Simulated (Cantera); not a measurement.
A Cantera script and what it prints.

```python
import numpy as np
import cantera as ct

gas_names = """
    B BF BF2 BF3 BN B2 F F2 N NF NF2 NF3 N2
""".split()
cond_names = """
    B(b) B(L) BN(s)
""".split()


# ... load() reads the species with a 1 bar reference pressure and builds the phases ...
atoms = {
    'BN': {'B': 1, 'N': 1},
    'F2': {'F': 2},
}
top_T = {'BN(s)': 3200}  # K; cautious upper limits of use, not melting points


# ... equilibrate(T, P, feed) seeds the gas with the atoms and calls Mixture.equilibrate('TP', solver="vcs", rtol=1e-11, max_steps=5000) ...
results = []
feed = {'BN': 1, 'F2': 5.9}  # mol
T = 1550  # K
P = 10000  # Pa
mix = equilibrate(T, P, feed)
results.append((T, P, feed, dict(zip(mix.species_names, mix.species_moles))))
print(gas.report(threshold=1e-06))
for i in range(1, mix.n_phases):
    print(f"{mix.phase(i).name:16s} {mix.phase_moles(i):12.5e} mol")
```

Result:

```
       temperature   1550 K
          pressure   10000 Pa
           density   0.018876 kg/m^3
  mean mol. weight   24.326 kg/kmol
   phase of matter   gas

                          1 kg             1 kmol
                     ---------------   ---------------
          enthalpy       -4.0472e+05       -9.8454e+06  J
   internal energy        -9.345e+05       -2.2733e+07  J
           entropy            9778.8        2.3788e+05  J/K
    Gibbs function       -1.5562e+07       -3.7856e+08  J
 heat capacity c_p            1131.8             27533  J/K
 heat capacity c_v            790.05             19219  J/K

                      mass frac. Y      mole frac. X     chem. pot. / RT
                     ---------------   ---------------   ---------------
               BF3           0.27231          0.097696           -129.84
                 F           0.66164           0.84719           -17.627
                F2         0.0097894         0.0062673           -35.253
                N2          0.056253          0.048848           -31.435
     [   +9 minor]        2.3035e-07        1.0119e-07

B(b)              0.00000e+00 mol
BN(s)             0.00000e+00 mol
```

These are equilibrium values from Cantera (NASA tables, ideal gas, pure condensed phases), not measurements of a reactor.
